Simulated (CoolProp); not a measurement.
The fluid at 298.15 K and 0.101 MPa (gas) is heated at constant pressure to 343.4 K. The same conditions are run with several fluids, on thermodynamics alone (safety and materials aside).

Values from CoolProp's reference Helmholtz-energy equation of state of each fluid (R114: Platzer 1990; sulfur dioxide: Gao 2016; carbon monoxide: Lemmon 2006; propyne: Polt 1992; cis-2-butene: Lemmon 2005). The equations of Platzer and Polt are older, rougher fits.

**Question.** Rank R114, sulfur dioxide, carbon monoxide, propyne, cis-2-butene by heat (kJ/kg), highest first.

**Answer.** propyne (72.8), cis-2-butene (70.7), carbon monoxide (47.2), R114 (32.7), sulfur dioxide (29.6)

```
fluid            final density (kg/m³)
---------------  ---------------------
R114                              6.17
sulfur dioxide                    2.29
carbon monoxide                  0.991
propyne                           1.43
cis-2-butene                      2.02
```
